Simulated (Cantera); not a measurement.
Cantera run:

```python
import numpy as np
import cantera as ct

gas_names = [...]  # 87 gases of nasa_gas.yaml made of C, H, Si
cond_names = """
    C(gr) C6H6(L) C7H8(L) C8H18(L),n-octa Si(cr) Si(L) SiC(b)
""".split()


# ... load() reads the species with a 1 bar reference pressure and builds the phases ...
atoms = {
    'CH3SiH3': {'C': 1, 'H': 6, 'Si': 1},
    'C2H4': {'C': 2, 'H': 4},
    'H2': {'H': 2},
}
top_T = {'C(gr)': 4500, 'SiC(b)': 3050}  # K; cautious upper limits of use, not melting points


# ... equilibrate(T, P, feed) seeds the gas with the atoms and calls Mixture.equilibrate('TP', solver="vcs", rtol=1e-11, max_steps=5000) ...
results = []
feed = {'CH3SiH3': 1, 'C2H4': 0.0074, 'H2': 160}  # mol
P = 7300  # Pa
for T in [2098, 2123, 2148, 2173, 2198, 2223, 2248, 2273, 2298, 2323]:
    mix = equilibrate(T, P, feed)
    results.append((T, P, feed, dict(zip(mix.species_names, mix.species_moles))))

top = {s: max(r[3][s] / sum(r[3][g] for g in gas_names) for r in results) for s in gas_names}
cols = sorted((s for s in top if top[s] > 1e-05), key=lambda s: -top[s])[:9]
seen = [c for c in cond_names if any(r[3].get(c, 0) > 1e-12 for r in results)]
print("log10 of partial pressures in bar; condensed amounts in mol")
print(f"{'T/K':>10s}" + "".join(f"{s[:9]:>10s}" for s in cols + seen))
for T, P, feed, n in results:
    ng = sum(n[g] for g in gas_names)
    print(f"{T:10.4g}" + "".join(f"{np.log10(max(n[s] / ng * P / 1e5, 1e-99)):10.3f}" for s in cols)
          + "".join(f"{n.get(c, 0):10.4g}" for c in seen))
```

Output:

```
log10 of partial pressures in bar; condensed amounts in mol
       T/K        H2         H        Si C2H2,acet       SiH      Si2C      SiC2      SiH2       Si2    SiC(b)
      2098    -1.142    -3.083    -4.619    -4.739    -5.454    -6.011    -6.566    -5.620    -7.241    0.9274
      2123    -1.143    -3.017    -4.490    -4.634    -5.348    -5.840    -6.349    -5.551    -7.073    0.9028
      2148    -1.144    -2.952    -4.365    -4.528    -5.246    -5.676    -6.136    -5.485    -6.913    0.8708
      2173    -1.145    -2.889    -4.244    -4.422    -5.147    -5.516    -5.927    -5.422    -6.758    0.8295
      2198    -1.146    -2.827    -4.126    -4.317    -5.052    -5.361    -5.722    -5.361    -6.608    0.7761
      2223    -1.148    -2.767    -4.013    -4.214    -4.960    -5.210    -5.521    -5.302    -6.464    0.7076
      2248    -1.150    -2.709    -3.902    -4.112    -4.870    -5.064    -5.324    -5.246    -6.323    0.6198
      2273    -1.152    -2.652    -3.794    -4.012    -4.783    -4.920    -5.131    -5.192    -6.187    0.5076
      2298    -1.154    -2.596    -3.688    -3.914    -4.699    -4.781    -4.942    -5.139    -6.054    0.3644
      2323    -1.157    -2.542    -3.585    -3.818    -4.616    -4.645    -4.757    -5.088    -5.924    0.1819
```

Method: chemical equilibrium by Gibbs-energy minimisation in Cantera with the NASA 1993 tables (ideal gas, pure condensed phases). The feed counts by its element totals alone. Gases not in the tables: Si2H6 and higher silanes.
